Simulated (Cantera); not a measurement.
Feed: 1 mol Fe2O3, 1.8 mol CO, 8.8 mol H2, held at 0.170 bar.

Method: chemical equilibrium by Gibbs-energy minimisation in Cantera with the NASA 1993 tables (ideal gas, pure condensed phases). Candidate condensed phases: C, C6H6, C7H8, C8H18, Fe, Fe(CO)5, FeO, Fe(OH)2, Fe(OH)3, Fe2O3, Fe3O4, H2O; 114 gas species. Each liquid is taken as pure. Mutual solubility and eutectic melting of coexisting phases are not modelled. The tables' stoichiometric FeO is somewhat more stable than real wüstite, so its field is too wide. FeO: taken at fixed stoichiometry. Kinetics and transport are ignored.

x: gas mole fraction; n: condensed amount in mol.

```
T (K)   x H2  x H2O   x CO      x Fe   x CO2       x H  x OH  n Fe(α)  n FeO(s)  n Fe(γ)  n Fe(δ)  n FeO(l)  n Fe(l)
-----  -----  -----  -----  --------  ------  --------  ----  -------  --------  -------  -------  --------  -------
1100   0.677  0.153  0.139  7.42e-12  0.0310   5.16e-8   ___    0.951      1.05        0        0         0        0
1200   0.650  0.180  0.141  2.92e-10  0.0285   3.86e-7   ___        0     0.788     1.21        0         0        0
1300   0.625  0.205  0.143   6.42e-9  0.0266   2.12e-6   ___        0     0.545     1.45        0         0        0
1400   0.604  0.226  0.145   9.01e-8  0.0250   9.17e-6   ___        0     0.334     1.67        0         0        0
1500   0.585  0.245  0.146   8.82e-7  0.0236   3.27e-5   ___        0     0.153     1.85        0         0        0
1600   0.570  0.261  0.147   6.45e-6  0.0224   9.95e-5   ___        0         0     2.00        0         0        0
1700   0.567  0.263  0.150   3.70e-5  0.0203  0.000269   ___        0         0        0     2.00         0        0
1800   0.570  0.259  0.152  0.000173  0.0181  0.000656   ___        0         0        0     1.94    0.0552        0
1900   0.566  0.262  0.153  0.000655  0.0168   0.00145   ___        0         0        0        0    0.0414     1.95
2000   0.562  0.264  0.153   0.00215  0.0157   0.00296   ___        0         0        0        0    0.0232     1.95
2100   0.555  0.264  0.153   0.00623  0.0148   0.00563   ___        0         0        0        0   0.00906     1.92
2200   0.545  0.262  0.152    0.0163  0.0138    0.0101   ___        0         0        0        0         0     1.82
2300   0.526  0.254  0.149    0.0391  0.0128    0.0170   ___        0         0        0        0         0     1.55
```

Problem. Some entries are withheld; supply them.

Solution. 
- 1100, x OH: 5.20e-11
- 1200, x OH: 8.54e-10
- 1300, x OH: 9.08e-9
- 1400, x OH: 6.83e-8
- 1500, x OH: 3.90e-7
- 1600, x OH: 1.78e-6
- 1700, x OH: 6.44e-6
- 1800, x OH: 1.97e-5
- 1900, x OH: 5.50e-5
- 2000, x OH: 0.000139
- 2100, x OH: 0.000319
- 2200, x OH: 0.000676
- 2300, x OH: 0.00132
